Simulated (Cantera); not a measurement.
**Stirred combustor or abatement burner**

A perfectly stirred reactor is fed with CH4 : C2H6 : O2 : N2 = 1 : 0.33 : 1.86 : 7.42 (molar parts), equivalence ratio 1.7, at 4.93 atm; it is adiabatic with a 675 K inlet, and is followed from long to short residence time, starting on the burning branch (τ in s: 0.042, 0.018, 0.0077, 0.0033, 0.0014, 0.00062, 0.00027, 0.00012, 5e-05).

Model: GRI-Mech 3.0 (53 species, 325 reactions), integrated in Cantera.

```csv
τ (s),T (K),x CH4,x C2H6,x O2,x NO,x CO2
0.042,2032,0.00226,1.29e-6,0.000146,2.80e-5,0.0317
0.018,2038,0.00331,3.08e-6,0.000313,2.53e-5,0.0325
0.0077,2042,0.00451,6.97e-6,0.000657,2.13e-5,0.0333
0.0033,2042,0.00581,1.53e-5,0.00134,1.71e-5,0.0339
0.0014,2034,0.00724,3.44e-5,0.00271,1.29e-5,0.0338
0.00062,2012,0.00891,7.85e-5,0.00529,8.56e-6,0.0325
0.00027,1955,0.0119,0.000222,0.0113,3.81e-6,0.0288
0.00012,675,0.0943,0.0311,0.175,<1e-12,<1e-12
5.0e-5,675,0.0943,0.0311,0.175,<1e-12,<1e-12
```
x: mole fraction; the columns are a selection and need not sum to one.
